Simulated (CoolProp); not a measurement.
Sulfur hexafluoride at several states: fugacity coefficient from the reference equation and from simpler models built on Tc = 45.6 °C, pc = 37.55 bar, ω = 0.210; each cubic takes its own stable root.

Values from CoolProp's reference Helmholtz-energy equation of state, Guder 2009.

```tsv
T (°C)	p (bar)	phase	reference	van der Waals	Redlich-Kwong	Soave-Redlich-Kwong	Peng-Robinson
18.75	2.8	gas	[?]	[?]	0.9675	[?]	0.9635
340.25	10.2	gas	0.9951	0.9869	0.9898	0.9975	0.9932
94.85	97.7	supercritical	[?]	0.5318	0.5363	0.5705	0.5361
98.75	208	supercritical	0.4287	0.4375	0.4147	0.4536	0.4093
300.65	10.1	gas	0.9922	0.9838	0.9868	0.9945	0.9897
-33.65	25.9	liquid	0.1647	0.3799	0.2171	0.1692	0.1650
```

Question: What belongs in the gaps?

Answer: 
- 18.75, reference: 0.9669
- 18.75, van der Waals: 0.9727
- 18.75, Soave-Redlich-Kwong: 0.9665
- 94.85, reference: 0.5571
